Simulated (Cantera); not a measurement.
An isothermal, constant-pressure homogeneous reactor starts with C2H6 : N2 = 1 : 69 (molar parts), at 1450 K and 0.0263 atm.

Model: GRI-Mech 3.0 (53 species, 325 reactions), integrated in Cantera. GRI-Mech 3.0 stops at C3 and has no aromatics, soot or wall deposition, so with more carbon than oxygen in the feed, carbon stays in small species such as C2H2 where larger ones or solid carbon would form. Radical loss at walls, strong at low pressure, is not modelled.

One state of this run: x C2H6 = 2.35e-7; x C2H4 = 8.84e-6; x H = 6.76e-6; x HCN = 1.56e-6; x CH4 = 0.00225; x CH3 = 1.25e-5. x: mole fraction; the columns are a selection and need not sum to one.

**Question.** Which value of t (s) does it belong to?
(A) 21.5
(B) 4.64
(C) 0.215
(D) 1.00

**Answer.** A, 21.5
